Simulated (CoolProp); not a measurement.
Computed with CoolProp (reference Helmholtz-energy equation of state, Thol 2019).

Question: For tetradecamethylhexasiloxane (MD4M), give the phase and the density (kg/m³), isothermal compressibility (1/MPa), expansivity (1/kK) at 65.85 °C and 10.2 bar.

Answer: 
- 65.85 °C and 10.2 bar: liquid; density 849, isothermal compressibility 0.00196, expansivity 1.13
